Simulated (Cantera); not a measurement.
An isothermal, constant-pressure homogeneous reactor starts with CH4 : CO2 : H2 = 1 : 0.78 : 0.88 (molar parts), at 1825 K and 1200 Torr. Integrator tolerance rtol = 1e-08.

Computed with Cantera and GRI-Mech 3.0 (53 species, 325 reactions).

Question: What does this change do: temperature 1825 to 1375 K?

Answer: 
```
quantity                                              before                                    after
-----------------  -----------------------------------------  ---------------------------------------
x(CH4) at 40.0 s     0.00551 (gas-phase equilibrium 0.00551)     0.191 (gas-phase equilibrium 0.0506)
x(CO2) at 40.0 s     9.85e-7 (gas-phase equilibrium 9.95e-7)   0.0593 (gas-phase equilibrium 2.50e-5)
x(H2) at 40.0 s          0.619 (gas-phase equilibrium 0.619)      0.305 (gas-phase equilibrium 0.579)
x(CO) at 40.0 s          0.353 (gas-phase equilibrium 0.353)      0.216 (gas-phase equilibrium 0.369)
x(CH3) at 40.0 s     4.94e-5 (gas-phase equilibrium 4.94e-5)  1.87e-5 (gas-phase equilibrium 3.62e-6)
x(H) at 40.0 s     0.000276 (gas-phase equilibrium 0.000276)  1.50e-6 (gas-phase equilibrium 2.08e-6)
x(C2H2) at 40.0 s      0.0217 (gas-phase equilibrium 0.0217)  0.0361 (gas-phase equilibrium 0.000379)
```
